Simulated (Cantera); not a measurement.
Charge: 1 mol c-C₄F₈, 0.033 mol H₂, at 0.00550 bar.

Cantera equilibrium calculation (NASA polynomials, part measured and part estimated; ideal gas, pure solids and liquids). Candidate condensed phases: C, C₆H₆, C₇H₈, C₈H₁₈; 95 gas species. The feed counts by its element totals alone. Condensed phases not in the tables: fluorocarbon polymer. Gases not in the tables: C₂F₆ and larger saturated fluorocarbons. Kinetics and transport are ignored.

### Question
What share of the C ends up in condensed phases as a function of T (K), at 675, 875, 1075, 1275, 1475, 1675, 1875, 2075, 2275, 2475, 2675, 2875, 3075, 3275?

### Answer
```
T (K)  C condensed (%)           as
-----  ---------------  -----------
675               50.4  C(graphite)
875               50.4  C(graphite)
1075              50.4  C(graphite)
1275              50.4  C(graphite)
1475              50.4  C(graphite)
1675              50.3  C(graphite)
1875              49.3  C(graphite)
2075              44.8  C(graphite)
2275              36.0  C(graphite)
2475              48.9  C(graphite)
2675              68.2  C(graphite)
2875              67.0  C(graphite)
3075               0.0            -
3275               0.0            -
```
